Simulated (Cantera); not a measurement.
An isothermal plug-flow reactor at 725 K and 1.01 bar (inlet), inlet velocity 0.11 m/s, active area per volume 3200 1/m; feed 1.70 % CO, 6.91 % O2, 89.5 % N2, 1.93 % H2O, equivalence ratio 0.12.

Computed with Cantera and Deutschmann's 1995 Pt surface mechanism with GRI-Mech 3.0 gas chemistry. Catalytic surfaces can have several steady states; this one follows from the mechanism file's or the stated starting coverage. Mass transfer to the wall is taken as infinitely fast.

One state of this run: x CO = 1.22e-6; x O2 = 0.0611; x H2O = 0.0194; x CO2 = 0.0171; θ free Pt = 0.0149; θ O* = 0.982; θ OH* = 0.00280; θ CO* = 1.93e-7. x: gas mole fraction; θ: surface coverage.

Task: Which value of z (m) does it belong to?
(A) 0.0021
(B) 0.00036
(C) 0.0036
(D) 0.00021

Result: C, 0.0036
